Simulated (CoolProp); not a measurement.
Vapour-liquid equilibrium of R141b (1) + n-pentane (2) at 139.55 °C; x and y are mole fractions of (1).

Computed with CoolProp (multi-fluid Helmholtz-energy mixture model, Lemmon 2006 and Thol 2019; pair parameters Bell 2016).

```json
[
 {"x": "0.05", "bubble pressure (kPa)": "1353", "y at the bubble point": "0.065", "dew pressure at overall composition x (kPa)": "1346", "liquid density (mol/L)": "6.682"},
 {"x": "0.2", "bubble pressure (kPa)": "1430", "y at the bubble point": "0.234", "dew pressure at overall composition x (kPa)": "1416", "liquid density (mol/L)": "6.838"},
 {"x": "0.35", "bubble pressure (kPa)": "1481", "y at the bubble point": "0.381", "dew pressure at overall composition x (kPa)": "1471", "liquid density (mol/L)": "7.027"},
 {"x": "0.5", "bubble pressure (kPa)": "1511", "y at the bubble point": "0.518", "dew pressure at overall composition x (kPa)": "1508", "liquid density (mol/L)": "7.251"},
 {"x": "0.65", "bubble pressure (kPa)": "1525", "y at the bubble point": "0.654", "dew pressure at overall composition x (kPa)": "1525", "liquid density (mol/L)": "7.510"},
 {"x": "0.8", "bubble pressure (kPa)": "1523", "y at the bubble point": "0.795", "dew pressure at overall composition x (kPa)": "1522", "liquid density (mol/L)": "7.803"},
 {"x": "0.95", "bubble pressure (kPa)": "1506", "y at the bubble point": "0.947", "dew pressure at overall composition x (kPa)": "1506", "liquid density (mol/L)": "8.128"}
]
```

y crosses x between x = 0.65 and 0.8: the model has an azeotrope there.

The pair parameters rest on a limited set of measurements; away from them the model extrapolates.
